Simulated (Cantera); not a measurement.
An isothermal plug-flow reactor at 1300 K and 0.602 atm (inlet), inlet velocity 1.4 m/s, active area per volume 3200 1/m; feed 0.235 % CH₄, 17.3 % O₂, 80.6 % N₂, 1.84 % H₂O.

Cantera simulation using Deutschmann's 1995 Pt surface mechanism with GRI-Mech 3.0 gas chemistry; the numbers are that mechanism's predictions, not measurements. Catalytic surfaces can have several steady states; this one follows from the mechanism file's or the stated starting coverage. Mass transfer to the wall is taken as infinitely fast.

x: gas mole fraction; θ: surface coverage.

```json
[
 {"z (m)": "0.00015", "x CH₄": "(withheld)", "x O₂": "0.172", "x H₂O": "0.0194", "x CO₂": "0.000519", "x CO": "3.66e-6", "θ free Pt": "0.522", "θ O*": "0.477", "θ OH*": "0.00108"},
 {"z (m)": "0.00032", "x CH₄": "(withheld)", "x O₂": "0.171", "x H₂O": "0.0203", "x CO₂": "0.000969", "x CO": "2.75e-6", "θ free Pt": "0.522", "θ O*": "0.477", "θ OH*": "0.00110"},
 {"z (m)": "0.00069", "x CH₄": "(withheld)", "x O₂": "0.170", "x H₂O": "0.0216", "x CO₂": "0.00159", "x CO": "1.49e-6", "θ free Pt": "0.522", "θ O*": "0.476", "θ OH*": "0.00114"},
 {"z (m)": "0.0015", "x CH₄": "(withheld)", "x O₂": "0.169", "x H₂O": "0.0226", "x CO₂": "0.00212", "x CO": "4.17e-7", "θ free Pt": "0.523", "θ O*": "0.476", "θ OH*": "0.00116"},
 {"z (m)": "0.0032", "x CH₄": "(withheld)", "x O₂": "0.169", "x H₂O": "0.0230", "x CO₂": "0.00230", "x CO": "5.92e-8", "θ free Pt": "0.523", "θ O*": "0.476", "θ OH*": "0.00117"},
 {"z (m)": "0.0069", "x CH₄": "(withheld)", "x O₂": "0.169", "x H₂O": "0.0230", "x CO₂": "0.00233", "x CO": "9.89e-9", "θ free Pt": "0.523", "θ O*": "0.476", "θ OH*": "0.00117"},
 {"z (m)": "0.015", "x CH₄": "2.91e-10", "x O₂": "0.169", "x H₂O": "0.0230", "x CO₂": "0.00233", "x CO": "2.55e-9", "θ free Pt": "0.523", "θ O*": "0.476", "θ OH*": "0.00117"}
]
```

Question: Complete the blanks.

Answer: 
- 0.00015, x CH₄: 0.00181
- 0.00032, x CH₄: 0.00134
- 0.00069, x CH₄: 0.000703
- 0.0015, x CH₄: 0.000170
- 0.0032, x CH₄: 8.73e-6
- 0.0069, x CH₄: 1.53e-8
